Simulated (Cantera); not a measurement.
Cantera with NASA thermochemical tables; ideal gases at 1 bar, condensed phases pure. Values are per mole of reaction as written; species without (g) are pure solids or liquids, kept so even where they would boil at 1 bar.

I2 + Pb → PbI2(g)

```tsv
T (K)	ΔH° (kJ)	ΔS° (J/K)	ΔG° (kJ)	log10 K	condensed phases
350	-4.5	174.6	-65.6	9.79	I2(s), Pb(s)
375	-5.2	172.6	-69.9	9.74	I2(s), Pb(s)
400	-21.9	129.5	-73.7	9.62	I2(l), Pb(s)
425	-23.1	126.5	-76.9	9.45	I2(l), Pb(s)
450	-24.4	123.7	-80.0	9.29	I2(l), Pb(s)
475	?	?	?	?	I2(l), Pb(s)
500	-26.9	118.4	-86.1	8.99	I2(l), Pb(s)
525	?	?	?	?	I2(l), Pb(s)
550	?	?	?	?	I2(l), Pb(s)
575	?	?	?	?	I2(l), Pb(s)
```

Problem. Complete the blanks.

Solution. 
- 475, ΔH° (kJ): -25.6
- 475, ΔS° (J/K): 121.0
- 475, ΔG° (kJ): -83.1
- 475, log10 K: 9.13
- 525, ΔH° (kJ): -28.1
- 525, ΔS° (J/K): 115.9
- 525, ΔG° (kJ): -89.0
- 525, log10 K: 8.85
- 550, ΔH° (kJ): -29.4
- 550, ΔS° (J/K): 113.6
- 550, ΔG° (kJ): -91.9
- 550, log10 K: 8.72
- 575, ΔH° (kJ): -30.7
- 575, ΔS° (J/K): 111.3
- 575, ΔG° (kJ): -94.7
- 575, log10 K: 8.60
